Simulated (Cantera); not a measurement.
An isothermal, constant-pressure homogeneous reactor starts with CH4 : H2 = 0.016 : 0.54 (molar parts), at 1698 K and 8900 Pa.

Detailed kinetics in Cantera: GRI-Mech 3.0 (53 species, 325 reactions). GRI-Mech 3.0 stops at C3 and has no aromatics, soot or wall deposition, so with more carbon than oxygen in the feed, carbon stays in small species such as C2H2 where larger ones or solid carbon would form.

x: mole fraction; the columns are a selection and need not sum to one.

```csv
t (s),x CH4,x H2,x C2H,x H,x C2H2,x CH3,x CH2
0.000100,0.0288,0.971,<1e-12,6.10e-6,<1e-12,3.75e-6,2.15e-11
0.000246,0.0288,0.971,<1e-12,1.51e-5,1.09e-11,9.15e-6,1.39e-10
0.000606,0.0288,0.971,<1e-12,3.72e-5,5.01e-10,2.24e-5,8.59e-10
0.00149,0.0287,0.971,<1e-12,9.06e-5,2.72e-8,5.44e-5,5.10e-9
0.00367,0.0286,0.971,1.87e-12,0.000209,1.57e-6,0.000125,2.67e-8
0.00904,0.0284,0.971,1.06e-10,0.000378,4.93e-5,0.000224,8.45e-8
0.0223,0.0277,0.971,9.19e-10,0.000438,0.000369,0.000252,1.09e-7
0.0548,0.0260,0.972,?,0.000442,0.00118,0.000239,1.05e-7
0.135,0.0226,0.974,?,0.000446,0.00284,0.000210,9.35e-8
0.332,0.0171,0.977,?,0.000455,0.00557,0.000161,7.37e-8
0.817,0.0105,0.980,?,0.000466,0.00878,0.000101,4.81e-8
2.01,0.00537,0.983,?,0.000476,0.0113,5.27e-5,2.59e-8
4.95,0.00257,0.984,3.43e-8,0.000482,0.0127,2.55e-5,1.28e-8
12.2,0.00149,0.985,3.58e-8,0.000484,0.0132,1.48e-5,7.50e-9
30.0,0.00130,0.985,3.61e-8,0.000484,0.0133,1.29e-5,6.55e-9
```

Problem. Fill in the missing entries.

Solution. 
- 0.0548, x C2H: 2.97e-9
- 0.135, x C2H: 7.20e-9
- 0.332, x C2H: 1.43e-8
- 0.817, x C2H: 2.31e-8
- 2.01, x C2H: 3.02e-8
